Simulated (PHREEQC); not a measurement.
1 kg of water meets 20 L of dry gas (CO2 0.38, CH4 0.3, H2S 0.32 by moles) at fixed total pressure, at 60 °C; fugacities by Peng-Robinson. The gases take part in no redox reaction, some water evaporates into the gas, and hydrates or a liquid gas phase aren't modelled. Precipitation was switched off in this run.

Model: ion-association model, phreeqc.dat, run in PHREEQC.

| P (atm) | dissolved CO2 (all carbonate carbon) (mol/kgw) | φ of CO2 | p of CO2 (atm) | dissolved CH4 (mol/kgw) | φ of CH4 | p of CH4 (atm) | dissolved H2S (mol/kgw) | pH |
|---|---|---|---|---|---|---|---|---|
| 1 | 0.00506 | 0.996 | 0.307 | 0.000252 | 1.000 | 0.246 | 0.0120 | 4.13 |
| 2 | 0.0113 | 0.992 | 0.689 | 0.000565 | 0.998 | 0.554 | 0.0267 | 3.96 |
| 3 | 0.0174 | 0.988 | 1.07 | 0.000876 | 0.997 | 0.862 | 0.0412 | … |
| 5 | 0.0296 | 0.980 | 1.83 | 0.00149 | 0.995 | 1.48 | 0.0695 | 3.75 |
| 7.5 | 0.0444 | 0.971 | 2.79 | 0.00226 | 0.992 | 2.25 | 0.104 | … |
| 10 | 0.0589 | 0.961 | 3.74 | 0.00301 | 0.989 | 3.01 | 0.137 | … |
| 15 | 0.0868 | 0.942 | 5.65 | 0.00449 | 0.984 | 4.54 | 0.200 | 3.52 |

### Question
Complete the blanks.

### Answer

- 3, pH: 3.86
- 7.5, pH: 3.66
- 10, pH: 3.60

Species that the database lacks are ignored. Constants without temperature data keep their 25 °C values here.
